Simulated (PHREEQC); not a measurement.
Consider water at 25 °C with 0.55 mol/kgw MgCl2, 0.55 mol/kgw SrCl2 and 0.00015 mol/kgw H4SiO4. Closed to the air; pH follows from the charge balance.

All values are PHREEQC results (Pitzer model, pitzer.dat), not measurements.

Task: The ionic strength comes out as 3.30 mol/kgw. What activity coefficients do Cl-, Mg+2, Sr+2 get?

Result: Cl- 0.57, Mg+2 0.54, Sr+2 0.40. Single-ion values are on the MacInnes scale.

Precipitation was switched off in this run. In brines, pH and single-ion activities rest on the MacInnes convention.
